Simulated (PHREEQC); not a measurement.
1 kg of water meets 20 L of dry gas (CO2 1 by moles) at fixed total pressure, at 100 °C; fugacities by Peng-Robinson. The gases take part in no redox reaction, some water evaporates into the gas, and hydrates or a liquid gas phase aren't modelled. No solid was allowed to form.

All values are PHREEQC results (Pitzer model, pitzer.dat), not measurements.

| P (atm) | dissolved CO2 (all carbonate carbon) (mol/kgw) | φ of CO2 | pH |
|---|---|---|---|
| 2 | 0.0105 | 0.996 | 4.20 |
| 5 | 0.0413 | 0.987 | 3.90 |
| 10 | (withheld) | 0.974 | (withheld) |
| 20 | 0.188 | 0.948 | (withheld) |
| 30 | 0.280 | 0.923 | 3.49 |
| 40 | 0.365 | 0.898 | 3.43 |
| 50 | 0.446 | 0.874 | 3.39 |
| 75 | (withheld) | 0.818 | 3.32 |
| 100 | (withheld) | 0.765 | 3.27 |
| 150 | 0.990 | 0.676 | 3.21 |
| 200 | 1.14 | 0.607 | (withheld) |
| 300 | 1.33 | (withheld) | (withheld) |
| 400 | 1.47 | 0.480 | 3.09 |

Problem. Fill in the missing entries.

Solution. 
- 10, dissolved CO2 (all carbonate carbon) (mol/kgw): 0.0917
- 10, pH: 3.73
- 20, pH: 3.57
- 75, dissolved CO2 (all carbonate carbon) (mol/kgw): 0.625
- 100, dissolved CO2 (all carbonate carbon) (mol/kgw): 0.773
- 200, pH: 3.18
- 300, φ of CO2: 0.523
- 300, pH: 3.13

Away from 25 °C the constants follow the database's enthalpies or fits; those with neither stay at their 25 °C values.
